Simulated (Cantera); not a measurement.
Cantera run:

```python
import numpy as np
import cantera as ct

gas_names = """
    CL CL2 H HCL H2 N NH NH2 NH3 N2 N2H2 N2H4 Si SiCL SiCL2 SiCL3 SiCL4 SiH SiHCL3 SiH2 SiH2CL2 SiH3
    SiH3CL SiH4 SiN Si2 Si2N Si3
""".split()
cond_names = """
    NH4CL(a) NH4CL(b) Si(cr) Si(L) Si3N4(a)
""".split()


# ... load() reads the species with a 1 bar reference pressure and builds the phases ...
atoms = {
    'SiHCl3': {'Si': 1, 'H': 1, 'CL': 3},
    'NH3': {'N': 1, 'H': 3},
    'H2': {'H': 2},
}
top_T = {'Si3N4(a)': 2400}  # K; cautious upper limits of use, not melting points


# ... equilibrate(T, P, feed) seeds the gas with the atoms and calls Mixture.equilibrate('TP', solver="vcs", rtol=1e-11, max_steps=5000) ...
results = []
feed = {'SiHCl3': 1, 'NH3': 38, 'H2': 0.23}  # mol
P = 2000  # Pa
for T in [1650, 1700, 1750, 1800, 1850, 1900, 1950, 2000]:
    mix = equilibrate(T, P, feed)
    results.append((T, P, feed, dict(zip(mix.species_names, mix.species_moles))))

top = {s: max(r[3][s] / sum(r[3][g] for g in gas_names) for r in results) for s in gas_names}
cols = sorted((s for s in top if top[s] > 1e-06), key=lambda s: -top[s])[:8]
seen = [c for c in cond_names if any(r[3].get(c, 0) > 1e-12 for r in results)]
print("log10 of partial pressures in bar; condensed amounts in mol")
print(f"{'T/K':>10s}" + "".join(f"{s[:9]:>10s}" for s in cols + seen))
for T, P, feed, n in results:
    ng = sum(n[g] for g in gas_names)
    print(f"{T:10.4g}" + "".join(f"{np.log10(max(n[s] / ng * P / 1e5, 1e-99)):10.3f}" for s in cols)
          + "".join(f"{n.get(c, 0):10.4g}" for c in seen))
```

It prints:

```
log10 of partial pressures in bar; condensed amounts in mol
       T/K        H2        N2       HCL         H     SiCL2        Si      SiCL        CL     Si(L)  Si3N4(a)
      1650    -1.838    -2.324    -3.152    -4.961    -4.474    -7.130    -7.005    -6.381         0    0.2893
      1700    -1.838    -2.323    -3.177    -4.751    -4.283    -6.491    -6.538    -6.198         0    0.2645
      1750    -1.838    -2.322    -3.209    -4.553    -4.124    -5.889    -6.109    -6.036         0    0.2319
      1800    -1.841    -2.314    -3.218    -4.367    -4.105    -5.498    -5.858    -5.860    0.6682         0
      1850    -1.842    -2.315    -3.214    -4.190    -4.126    -5.191    -5.672    -5.681    0.6636         0
      1900    -1.843    -2.315    -3.211    -4.022    -4.147    -4.899    -5.496    -5.512    0.6436         0
      1950    -1.844    -2.316    -3.209    -3.863    -4.168    -4.623    -5.330    -5.353    0.5983         0
      2000    -1.847    -2.317    -3.208    -3.712    -4.191    -4.361    -5.173    -5.202    0.5118         0
```

Cantera equilibrium calculation (NASA polynomials, part measured and part estimated; ideal gas, pure solids and liquids). The tables' values for SiCl, SiN, SiCl3 are old estimates; treat these amounts as uncertain. Gases not in the tables: Si2H6 and higher silanes.
